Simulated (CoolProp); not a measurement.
Computed with CoolProp (reference Helmholtz-energy equation of state, Gedanitz 2015).

Task: Give the vapour pressure (MPa), liquid density (kg/m³), enthalpy of vaporisation (kJ/kg), liquid cp (kJ/(kg K)) of saturated cyclopentane at 396.7 K.

Result: 
```
T (K)  p (MPa)  liquid density (kg/m³)  enthalpy of vaporisation (kJ/kg)  liquid cp (kJ/(kg K))
-----  -------  ----------------------  --------------------------------  ---------------------
396.7    0.702                     630                               324                   2.37
```
